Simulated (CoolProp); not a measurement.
Saturation properties of nitrogen (Tc = 126.2 K, pc = 3.396 MPa, ω = 0.037).

Computed with CoolProp (reference Helmholtz-energy equation of state, Span 2000).

| T (K) | p (MPa) | vapour Z | liquid conductivity (mW/(m K)) |
|---|---|---|---|
| 73.5 | 0.06268 | 0.9694 | 152 |
| 77.6 | 0.1043 | 0.9560 | 144 |
| 81.6 | 0.1625 | [?] | 136 |
| 85.7 | 0.2447 | 0.9197 | [?] |
| 89.8 | 0.3543 | [?] | 120 |
| 93.8 | 0.4924 | [?] | 112 |
| 97.9 | [?] | 0.8381 | 104 |
| 102 | 0.8917 | 0.8024 | 96.2 |
| 106 | 1.153 | 0.7628 | 88.3 |
| 110.1 | 1.474 | 0.7162 | 80.2 |
| 114.1 | 1.845 | 0.6633 | [?] |
| 118.2 | 2.291 | 0.5978 | 64.4 |
| 122.3 | 2.814 | [?] | 57.1 |

Problem. What belongs in the gaps?

Solution. 
- 81.6, vapour Z: 0.9398
- 85.7, liquid conductivity (mW/(m K)): 128
- 89.8, vapour Z: 0.8961
- 93.8, vapour Z: 0.8695
- 97.9, p (MPa): 0.6708
- 114.1, liquid conductivity (mW/(m K)): 72.4
- 122.3, vapour Z: 0.5111

It boils at 77.4 K under 1 atm.

Thermal conductivity comes from a separate model (Lemmon 2004).
